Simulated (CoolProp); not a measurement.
Isopentane at several states: Z from the reference equation and from simpler models built on Tc = 460.3 K, pc = 3378 kPa, ω = 0.227; each cubic takes its own stable root.

Model: reference Helmholtz-energy equation of state, Lemmon 2006, in CoolProp. It is a short technical equation, of lower accuracy than the large ones.

```csv
T (K),p (kPa),phase,reference
352.5,14,gas,0.9966
195.3,30.6,liquid,0.001911
197.8,33.5,liquid,0.002072
310.5,61.8,gas,0.9764
220.6,15.7,liquid,0.0008968
400.7,89.1,gas,0.9856
```

Task: How far does each simpler model (van der Waals, Soave-Redlich-Kwong, Peng-Robinson) lie from the reference over these 6 states: mean and median of the absolute difference, and the worst?

Result: 
- van der Waals: mean 18451.9 %, median 32.4 %, worst +110582.4 % at 220.6 K and 15.7 kPa
- Soave-Redlich-Kwong: mean 4.3 %, median 4.2 %, worst +8.7 % at 195.3 K and 30.6 kPa
- Peng-Robinson: mean 1.8 %, median 1.7 %, worst -3.9 % at 220.6 K and 15.7 kPa

At some of these states van der Waals gives the other phase, because its saturation line lies elsewhere.
